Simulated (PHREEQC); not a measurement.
Make-up at 76 °C: 0.0022 mol/kgw MnSO4. Closed to the air; pH follows from the charge balance.

The numbers come from PHREEQC with the ion-association model, phreeqc.dat.

Precipitation was switched off in this run.

Estimate the pH.

pH 6.03.

In which forms is Mn present?

Mn+2 76 %, MnSO4 24 % of the Mn.

Constants without temperature data keep their 25 °C values here.
